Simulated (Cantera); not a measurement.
Cantera run:

```python
import numpy as np
import cantera as ct

gas_names = """
    CL CL2 H HCL H2 Si SiCL SiCL2 SiCL3 SiCL4 SiH SiHCL3 SiH2 SiH2CL2 SiH3 SiH3CL SiH4 Si2 Si3
""".split()
cond_names = """
    Si(cr) Si(L)
""".split()


def load(file, names, dense=False):
    # The tables refer to 1 bar. Condensed volumes are neglected.
    table = {s.name: s for s in ct.Species.list_from_file(file)}
    out = []
    for n in names:
        d = dict(table[n].input_data)
        d["thermo"] = dict(d["thermo"], **{"reference-pressure": 1e5})
        if dense:
            d["equation-of-state"] = {"model": "constant-volume", "density": "1e6 g/cm^3"}
        out.append(ct.Species.from_dict(d))
    return out


gas = ct.Solution(thermo="ideal-gas", species=load("nasa_gas.yaml", gas_names))
cond = {s.name: ct.Solution(thermo="fixed-stoichiometry", species=[s], name=s.name)
        for s in load("nasa_condensed.yaml", cond_names, dense=True)}
atoms = {
    'Si': {'Si': 1},
    'Cl2': {'CL': 2},
    'H2': {'H': 2},
}
top_T = {}  # K; cautious upper limits of use, not melting points


def equilibrate(T, P, feed):
    n = {}
    for name, mol in feed.items():
        for a, k in atoms[name].items():
            n[a] = n.get(a, 0.0) + k * mol
    gas.TPX = T, P, n
    mass = sum(n.values()) * gas.mean_molecular_weight
    gas.equilibrate("TP")
    valid = [c for c in cond.values() if c.min_temp <= T <= top_T.get(c.name, c.max_temp)]
    mix = ct.Mixture([(gas, mass / gas.mean_molecular_weight)] + [(c, 0.0) for c in valid])
    mix.T, mix.P = T, P
    mix.equilibrate("TP", solver="vcs", rtol=1e-11, max_steps=5000)
    return mix


results = []
feed = {'Si': 1, 'Cl2': 1.4, 'H2': 3.5}  # mol
P = 190000  # Pa
for T in [773, 823, 873, 923, 973, 1023, 1073, 1123]:
    mix = equilibrate(T, P, feed)
    results.append((T, P, feed, dict(zip(mix.species_names, mix.species_moles))))

top = {s: max(r[3][s] / sum(r[3][g] for g in gas_names) for r in results) for s in gas_names}
cols = sorted((s for s in top if top[s] > 1e-05), key=lambda s: -top[s])[:9]
seen = [c for c in cond_names if any(r[3].get(c, 0) > 1e-12 for r in results)]
print("log10 of partial pressures in bar; condensed amounts in mol")
print(f"{'T/K':>10s}" + "".join(f"{s[:9]:>10s}" for s in cols + seen))
for T, P, feed, n in results:
    ng = sum(n[g] for g in gas_names)
    print(f"{T:10.4g}" + "".join(f"{np.log10(max(n[s] / ng * P / 1e5, 1e-99)):10.3f}" for s in cols)
          + "".join(f"{n.get(c, 0):10.4g}" for c in seen))
```

It prints:

```
log10 of partial pressures in bar; condensed amounts in mol
       T/K        H2     SiCL4    SiHCL3       HCL   SiH2CL2     SiCL3     SiCL2    SiH3CL    Si(cr)
       773     0.187    -0.669    -0.854    -2.830    -2.153    -4.352    -5.874    -4.098    0.2172
       823     0.187    -0.667    -0.862    -2.536    -2.133    -3.919    -5.218    -4.034    0.2189
       873     0.186    -0.665    -0.870    -2.278    -2.115    -3.537    -4.639    -3.980    0.2211
       923     0.186    -0.665    -0.878    -2.048    -2.101    -3.197    -4.125    -3.932    0.2238
       973     0.185    -0.665    -0.887    -1.844    -2.090    -2.894    -3.666    -3.891    0.2274
      1023     0.183    -0.668    -0.897    -1.660    -2.082    -2.623    -3.253    -3.856    0.2318
      1073     0.181    -0.673    -0.909    -1.495    -2.077    -2.379    -2.882    -3.826    0.2371
      1123     0.179    -0.682    -0.923    -1.346    -2.075    -2.161    -2.546    -3.802    0.2429
```

These are equilibrium values from Cantera (NASA tables, ideal gas, pure condensed phases), not measurements of a reactor. The tables' values for SiCl3 are old estimates; treat these amounts as uncertain.
